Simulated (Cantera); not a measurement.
Charge: 1 mol Si2Cl6, 4.2 mol NH3, 56 mol N2, at 0.190 bar.

These are equilibrium values from Cantera (NASA tables, ideal gas, pure condensed phases), not measurements of a reactor. Candidate condensed phases: NH4Cl, Si, Si3N4; 28 gas species. The feed counts by its element totals alone. The tables' values for SiCl3 are old estimates; treat these amounts as uncertain. The numbers say what is thermodynamically allowed, not how fast it happens. All values below are at 1498 K.

Base state: N2 0.861, HCl 0.0820, H2 0.0543, SiCl2 0.00169, SiCl4 0.000810, SiCl3 0.000655, SiHCl3 5.51e-5, Cl 1.12e-5 (mole fractions); condensed: Si3N4(s).

Question: What changes in the equilibrium state with this change: Si2Cl6 replaced by SiCl4?

Answer: 
| species | before | after |
|---|---|---|
| N2 | 0.861 | 0.874 |
| H2 | 0.0543 | 0.0666 |
| HCl | 0.0820 | 0.0583 |
| SiCl2 | 0.00169 | 0.000691 |
| SiCl4 | 0.000810 | 0.000136 |
| SiCl3 | 0.000655 | 0.000172 |
| Si3N4(s), mol | 0.596 | 0.311 |
